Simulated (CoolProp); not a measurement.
Hexamethyldisiloxane (MM) at several states: fugacity coefficient from the reference equation and from simpler models built on Tc = 245.6 °C, pc = 19.31 bar, ω = 0.418; each cubic takes its own stable root.

Model: reference Helmholtz-energy equation of state, Thol 2016, in CoolProp.

```json
[
 {"T (°C)": "100.15", "p (bar)": "1.7", "phase": "liquid", "reference": "0.5580", "van der Waals": "0.9436", "Redlich-Kwong": "0.9253", "Soave-Redlich-Kwong": "[?]", "Peng-Robinson": "0.5609"},
 {"T (°C)": "95.75", "p (bar)": "0.373", "phase": "gas", "reference": "0.9771", "van der Waals": "0.9873", "Redlich-Kwong": "0.9830", "Soave-Redlich-Kwong": "0.9799", "Peng-Robinson": "0.9790"},
 {"T (°C)": "-8.45", "p (bar)": "88.5", "phase": "liquid", "reference": "0.0001988", "van der Waals": "[?]", "Redlich-Kwong": "0.001615", "Soave-Redlich-Kwong": "[?]", "Peng-Robinson": "[?]"}
]
```

### Question
What belongs in the gaps?

### Answer

- 100.15, Soave-Redlich-Kwong: 0.5636
- -8.45, van der Waals: 0.02515
- -8.45, Soave-Redlich-Kwong: 0.0002143
- -8.45, Peng-Robinson: 0.0002146

At some of these states van der Waals, Redlich-Kwong gives the other phase, because its saturation line lies elsewhere.
